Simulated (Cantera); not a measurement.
Charge: 1 mol MgO, 44 mol HCl, 0.28 mol O₂, held at 1602 °C and 0.00133 bar.

Equilibrium computed with Cantera from the NASA thermochemical tables; the gas is ideal and each condensed phase is pure. Candidate condensed phases: H₂O, Mg, MgCl₂, MgO, Mg(OH)₂; 22 gas species. Equilibrium is a limit: real reactors are often held back by kinetics, nucleation or transport.

Base state: HCl 0.843, Cl 0.0743, H₂O 0.0337, H₂ 0.0238, MgCl₂ 0.0218, H 0.00277, OH 0.000306, Cl₂ 3.75e-5 (mole fractions); condensed: gas only.

Question: What changes in the equilibrium state with this change: HCl from 44 to 2.3 mol?

Answer: 
```
species        before     after
-----------  --------  --------
HCl             0.843     0.519
Cl             0.0743     0.163
H₂O            0.0337     0.161
O₂            1.68e-5    0.0618
H₂             0.0238   0.00187
MgCl₂          0.0218    0.0844
ClO           1.85e-7   2.47e-5
O             2.70e-5   0.00164
OH           0.000306   0.00522
Cl₂           3.75e-5  0.000181
H             0.00277  0.000777
MgO(s), mol         0     0.772
```
